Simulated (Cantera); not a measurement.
An isothermal, constant-pressure homogeneous reactor starts with 1.76 % CH4, 5.80 % O2, 92.4 % N2, equivalence ratio 0.61, at 1448 K and 0.920 bar.

Model: GRI-Mech 3.0 (53 species, 325 reactions), integrated in Cantera. The temperature is held fixed by assumption; the heat of reaction is taken as removed at once.

x: mole fraction; the columns are a selection and need not sum to one.

```csv
t (s),x CH4,x O2,x OH,x NO,x HCO,x CH2CO
4.00e-5,0.0176,0.0580,3.62e-9,<1e-12,<1e-12,<1e-12
0.000150,0.0176,0.0580,7.52e-9,<1e-12,<1e-12,<1e-12
0.000565,0.0176,0.0580,2.93e-8,<1e-12,1.76e-11,1.92e-12
0.00213,0.0175,0.0579,___,<1e-12,___,___
0.00799,<1e-12,0.0230,0.000524,3.54e-6,1.34e-10,<1e-12
0.0300,<1e-12,0.0227,5.32e-5,3.63e-6,<1e-12,<1e-12
0.113,<1e-12,0.0227,2.14e-5,3.63e-6,<1e-12,<1e-12
0.425,<1e-12,0.0227,1.71e-5,3.64e-6,<1e-12,<1e-12
1.60,<1e-12,0.0227,1.71e-5,3.64e-6,<1e-12,<1e-12
6.00,<1e-12,0.0227,1.71e-5,3.65e-6,<1e-12,<1e-12
```

### Question
Fill in the missing entries.

### Answer

- 0.00213, x OH: 2.11e-7
- 0.00213, x HCO: 1.42e-9
- 0.00213, x CH2CO: 9.38e-9
